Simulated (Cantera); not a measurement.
A closed system holds: 1 mol SiH₂Cl₂, 0.36 mol H₂O, 3 mol H₂, 28 mol O₂, at 1173 K and 1.00 bar.

Equilibrium computed with Cantera from the NASA thermochemical tables; the gas is ideal and each condensed phase is pure. Candidate condensed phases: H₂O, Si, SiO₂; 30 gas species. The tables hold silica as quartz up to 1696 K and as liquid above; real silica turns to tridymite and cristobalite and melts near 1996 K. Kinetics and transport are ignored.

Base state: O₂ 0.826, H₂O 0.112, HCl 0.0582, Cl₂ 0.00324, Cl 0.000202, HOCl 1.16e-5 (mole fractions); condensed: SiO₂(β-quartz).

### Question
What changes in the equilibrium state with this change: temperature from 1173 K to 925 K?

### Answer
```
species                before    after
-------------------  --------  -------
O₂                      0.826    0.825
H₂O                     0.112    0.119
HCl                    0.0582   0.0458
Cl₂                   0.00324  0.00964
Cl                   0.000202  1.14e-5
HOCl                  1.16e-5  5.83e-6
SiO₂(β-quartz), mol      1.00     1.00
```

### Question
What changes in the equilibrium state with this change: temperature from 1173 K to 1398 K?

### Answer
| species | before | after |
|---|---|---|
| O₂ | 0.826 | 0.826 |
| H₂O | 0.112 | 0.111 |
| HCl | 0.0582 | 0.0611 |
| Cl₂ | 0.00324 | 0.00135 |
| OH | 3.07e-6 | 4.47e-5 |
| Cl | 0.000202 | 0.00103 |
| ClO | 7.61e-6 | 2.64e-5 |
| SiO₂(β-quartz), mol | 1.00 | 1.00 |
Gases not in the tables: Si(OH)₄.

### Question
What changes in the equilibrium state with this change: temperature from 1173 K to 1725 K?

### Answer
```
species                 before     after
--------------------  --------  --------
O₂                       0.826     0.824
H₂O                      0.112     0.111
HCl                     0.0582    0.0589
Cl                    0.000202   0.00475
Cl₂                    0.00324  0.000471
O                      1.27e-8   5.27e-5
OH                     3.07e-6  0.000638
SiO₂(β-quartz), mol       1.00         0
SiO₂(condensed), mol         0      1.00
```
Gases not in the tables: Si(OH)₄.
